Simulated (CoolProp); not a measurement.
A simple Rankine cycle with water: condensing at 331.15 K, boiler at 7.73 MPa, turbine inlet 570.8 K, turbine efficiency 0.85, pump efficiency 0.8, no recuperator. Each further row changes one setting.

Values from CoolProp's reference Helmholtz-energy equation of state, Wagner 2002.

```csv
case,thermal efficiency (%),net work (kJ/kg),heat in (kJ/kg),turbine exit temperature (K),volume ratio over the turbine
as stated,29.4,746,2540,331.1,251
turbine inlet 590.8 K,29.7,(withheld),(withheld),331.1,(withheld)
condensing temperature 323.15 K,30.4,781,2570,323.2,(withheld)
boiler pressure 5.41 MPa,28.4,752,2650,331.1,165
turbine efficiency 0.75,(withheld),657,2540,331.1,264
```

Q: Some entries are withheld; supply them.

A: 
- turbine inlet 590.8 K, net work (kJ/kg): 779
- turbine inlet 590.8 K, heat in (kJ/kg): 2630
- turbine inlet 590.8 K, volume ratio over the turbine: 235
- condensing temperature 323.15 K, volume ratio over the turbine: 358
- turbine efficiency 0.75, thermal efficiency (%): 25.9

The expansion ends wet for: as stated; turbine inlet 590.8 K; condensing temperature 323.15 K; boiler pressure 5.41 MPa; turbine efficiency 0.75.
